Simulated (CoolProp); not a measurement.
Vapour pressure (kPa) of hexamethyldisiloxane (MM): the reference equation beside estimates from Tc = 245.6 °C, pc = 1931 kPa, ω = 0.418. Clausius-Clapeyron is anchored at -36.65 °C with a constant enthalpy of vaporisation of 41.71 kJ/mol.

Values from CoolProp's reference Helmholtz-energy equation of state, Thol 2016.

```tsv
T (°C)	reference	Clausius-Clapeyron	Redlich-Kwong
-36.65	0.08574	0.08574	1.102
-25.15	0.2271	0.2293	2.293
-13.75	0.5381	0.5578	…
-2.25	1.175	1.268	7.822
9.15	2.358	2.678	…
20.65	4.454	…	21.03
32.05	…	10.16	32.11
43.55	…	18.46	47.39
54.95	21.48	32.00	67.43
66.35	33.23	53.48	…
77.85	49.83	86.78	126.0
89.25	72.19	136.1	166.2
100.75	102.0	208.3	215.3
112.15	140.3	309.8	273.4
```

Q: Fill in the missing entries.

A: 
- -13.75, Redlich-Kwong: 4.373
- 9.15, Redlich-Kwong: 13.13
- 20.65, Clausius-Clapeyron: 5.369
- 32.05, reference: 7.891
- 43.55, reference: 13.34
- 66.35, Redlich-Kwong: 93.24

Absolute difference from the reference over all 14 rows, mean and median: Clausius-Clapeyron 43.7 and 33.6 %, Redlich-Kwong 403.4 and 281.1 %.
